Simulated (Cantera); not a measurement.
What does this Cantera script print?

```python
import numpy as np
import cantera as ct

gas_names = [...]  # 139 gases of nasa_gas.yaml made of C, H, N, O, Ti
cond_names = """
    C(gr) C6H6(L) C7H8(L) C8H18(L),n-octa H2O(s) H2O(L) Ti(a) Ti(b) Ti(L) TiC(s) TiC(L) TiN(s) TiN(L)
    TiO(a) TiO(b) TiO(L) TiO2(ru) TiO2(L) Ti2O3(a) Ti2O3(b) Ti2O3(L) Ti3O5(a) Ti3O5(b) Ti3O5(L) Ti4O7(s)
    Ti4O7(L)
""".split()


# ... load() reads the species with a 1 bar reference pressure and builds the phases ...
atoms = {
    'Ti(OiPr)4': {'Ti': 1, 'C': 12, 'H': 28, 'O': 4},
    'C3H8': {'C': 3, 'H': 8},
    'NH3': {'N': 1, 'H': 3},
}
top_T = {'C(gr)': 4500}  # K; cautious upper limits of use, not melting points


# ... equilibrate(T, P, feed) seeds the gas with the atoms and calls Mixture.equilibrate('TP', solver="vcs", rtol=1e-11, max_steps=5000) ...
results = []
feed = {'Ti(OiPr)4': 1, 'C3H8': 0.066, 'NH3': 7.7}  # mol
T = 1948.15  # K
P = 1000  # Pa
mix = equilibrate(T, P, feed)
results.append((T, P, feed, dict(zip(mix.species_names, mix.species_moles))))
x = sorted(zip(gas.X, gas.species_names), reverse=True)
print(f"T = {T:g} K  P = {P:g} Pa  gas = {mix.phase_moles(0):.4g} mol")
print("   x: " + "  ".join(f"{s} {v:.3e}" for v, s in x if v > 0.001))
print("   condensed (mol): " + ("  ".join(f"{mix.phase(i).name} {mix.phase_moles(i):.4g}"
      for i in range(1, mix.n_phases) if mix.phase_moles(i) > 1e-12) or "none"))
```

Output:

```
T = 1948.15 K  P = 1000 Pa  gas = 33.83 mol
   x: H2 7.559e-01  CO 1.182e-01  N2 1.120e-01  H 9.835e-03  HCN 3.479e-03
   condensed (mol): C(gr) 7.046  TiC(s) 1
```

Method: chemical equilibrium by Gibbs-energy minimisation in Cantera with the NASA 1993 tables (ideal gas, pure condensed phases). The feed counts by its element totals alone. TiC: taken at fixed stoichiometry.
